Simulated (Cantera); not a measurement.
Input: 1 mol ZrN, 0.038 mol N2, at 1875 K and 12000 Pa.

Equilibrium computed with Cantera from the NASA thermochemical tables; the gas is ideal and each condensed phase is pure. Candidate condensed phases: Zr, ZrN; 4 gas species. ZrN: taken at fixed stoichiometry. Kinetics and transport are ignored.

Base state: N2 1.00 (mole fractions); condensed: ZrN(s).

What changes in the equilibrium state with this change: ZrN replaced by MgO?


```tsv
species	before	after
N2	1.00	1.000
ZrN(s), mol	1.00	0
MgO(s), mol	0	1.00
```
Further candidate phases: Mg, MgO.
